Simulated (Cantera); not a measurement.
Charge: 1 mol Si₂Cl₆, 170 mol H₂, 0.086 mol HCl, equilibrated at 1173.15 K and 27000 Pa.

Equilibrium computed with Cantera from the NASA thermochemical tables; the gas is ideal and each condensed phase is pure. Candidate condensed phases: Si; 19 gas species. The feed counts by its element totals alone. The tables' values for SiCl₃ are old estimates; treat these amounts as uncertain. The numbers say what is thermodynamically allowed, not how fast it happens.

Task: What is the equilibrium state?

Result: 
```
Property       Result
----------  ---------
x(H₂)           0.975
x(HCl)         0.0203
x(SiHCl₃)     0.00173
x(SiCl₄)      0.00155
x(SiCl₂)     0.000964
x(SiCl₃)     0.000389
x(SiH₂Cl₂)   0.000247
x(SiH₃Cl)     9.62e-6
n(Si(s))     1.16 mol
gas amount  172.4 mol
```
